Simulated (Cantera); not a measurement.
Charge: 1 mol PbO, 1500 mol H2, held at 30.0 Pa.

Method: chemical equilibrium by Gibbs-energy minimisation in Cantera with the NASA 1993 tables (ideal gas, pure condensed phases). Candidate condensed phases: H2O, Pb, PbO, PbO2, Pb3O4; 12 gas species. Kinetics and transport are ignored. All values below are at 1550 °C.

Base state: H2 0.974, H 0.0247, Pb 0.000658, H2O 0.000657 (mole fractions); condensed: gas only.

Q: What changes in the equilibrium state with this change: pressure from 30.0 Pa to 0.220 bar?

A: 
```
species    before     after
-------  --------  --------
H2          0.974     0.998
H          0.0247  0.000923
Pb       0.000658  0.000666
H2O      0.000657  0.000666
```
